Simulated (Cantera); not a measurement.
A Cantera script and what it prints.

```python
import numpy as np
import cantera as ct

gas_names = [...]  # 87 gases of nasa_gas.yaml made of C, H, Si
cond_names = """
    C(gr) C6H6(L) C7H8(L) C8H18(L),n-octa Si(cr) Si(L) SiC(b)
""".split()


# ... load() reads the species with a 1 bar reference pressure and builds the phases ...
atoms = {
    'SiH4': {'Si': 1, 'H': 4},
    'H2': {'H': 2},
    'C2H4': {'C': 2, 'H': 4},
}
top_T = {'C(gr)': 4500, 'SiC(b)': 3050}  # K; cautious upper limits of use, not melting points


# ... equilibrate(T, P, feed) seeds the gas with the atoms and calls Mixture.equilibrate('TP', solver="vcs", rtol=1e-11, max_steps=5000) ...
results = []
feed = {'SiH4': 1, 'H2': 580, 'C2H4': 0.1}  # mol
P = 10000  # Pa
for T in [1325, 1375, 1425, 1475, 1525, 1575, 1625, 1675, 1725, 1775, 1825]:
    mix = equilibrate(T, P, feed)
    results.append((T, P, feed, dict(zip(mix.species_names, mix.species_moles))))

top = {s: max(r[3][s] / sum(r[3][g] for g in gas_names) for r in results) for s in gas_names}
cols = sorted((s for s in top if top[s] > 1e-06), key=lambda s: -top[s])[:9]
seen = [c for c in cond_names if any(r[3].get(c, 0) > 1e-12 for r in results)]
print("log10 of partial pressures in bar; condensed amounts in mol")
print(f"{'T/K':>10s}" + "".join(f"{s[:9]:>10s}" for s in cols + seen))
for T, P, feed, n in results:
    ng = sum(n[g] for g in gas_names)
    print(f"{T:10.4g}" + "".join(f"{np.log10(max(n[s] / ng * P / 1e5, 1e-99)):10.3f}" for s in cols)
          + "".join(f"{n.get(c, 0):10.4g}" for c in seen))
```

It prints:

```
log10 of partial pressures in bar; condensed amounts in mol
       T/K        H2         H        Si      SiH2       SiH       CH4    Si(cr)     Si(L)    SiC(b)
      1325    -1.000    -6.286   -10.025    -7.934    -9.665    -6.646    0.8012         0    0.1987
      1375    -1.000    -5.965    -9.387    -7.588    -9.136    -6.672     0.801         0    0.1988
      1425    -1.000    -5.666    -8.793    -7.266    -8.645    -6.695    0.8008         0    0.1988
      1475    -1.000    -5.387    -8.240    -6.967    -8.188    -6.717    0.8004         0    0.1989
      1525    -1.000    -5.126    -7.724    -6.687    -7.762    -6.738    0.7996         0    0.1989
      1575    -1.000    -4.881    -7.241    -6.425    -7.363    -6.757    0.7982         0     0.199
      1625    -1.000    -4.652    -6.788    -6.180    -6.989    -6.774    0.7955         0     0.199
      1675    -1.000    -4.435    -6.363    -5.949    -6.638    -6.791    0.7904         0     0.199
      1725    -1.000    -4.231    -5.993    -5.764    -6.339    -6.775         0    0.7822    0.1989
      1775    -1.000    -4.039    -5.659    -5.602    -6.070    -6.747         0    0.7684    0.1987
      1825    -1.001    -3.856    -5.342    -5.449    -5.816    -6.720         0    0.7443    0.1984
```

Cantera equilibrium calculation (NASA polynomials, part measured and part estimated; ideal gas, pure solids and liquids). Mutual solubility and eutectic melting of coexisting phases are not modelled. Gases not in the tables: Si2H6 and higher silanes.
